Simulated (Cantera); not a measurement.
**Equilibrium for fluorocarbon and chlorocarbon gases: CH₃Cl + H₂**

Charge: 1 mol CH₃Cl, 2.2 mol H₂, at 0.00975 Torr.

Equilibrium computed with Cantera from the NASA thermochemical tables; the gas is ideal and each condensed phase is pure. Candidate condensed phases: C, C₆H₆, C₇H₈, C₈H₁₈; 91 gas species. Kinetics and transport are ignored.

| T (°C) | log p H | log p H₂ | log p Cl | log p C | log p HCl | log p C₃ | log p C₂ | n C(graphite) |
|---|---|---|---|---|---|---|---|---|
| 1952 | -5.04 | -5.70 | -5.85 | -8.63 | -6.37 | -8.40 | -9.46 | 0.984 |
| 2102 | -4.97 | -6.24 | -5.82 | -7.56 | -6.95 | -7.19 | -8.24 | 0.848 |
| 2252 | -4.97 | -6.84 | -5.83 | -6.72 | -7.55 | -6.40 | -7.35 | 0 |
| 2402 | -4.97 | -7.37 | -5.84 | -6.27 | -8.08 | -6.59 | -7.15 | 0 |
| 2552 | -4.98 | -7.87 | -5.85 | -5.98 | -8.58 | -7.11 | -7.21 | 0 |
| 2702 | -4.99 | -8.31 | -5.86 | -5.88 | -9.01 | -8.07 | -7.58 | 0 |
| 2852 | -4.99 | -8.70 | -5.86 | -5.86 | -9.40 | -9.15 | -8.06 | 0 |
log p: log10 of the partial pressure in bar; n: condensed amount in mol.

From 1952 °C to 2102 °C the condensed part is C(graphite). From 2252 °C to 2852 °C nothing is condensed. The main C-bearing gas is C₃ at 1952 °C and C at 2852 °C.
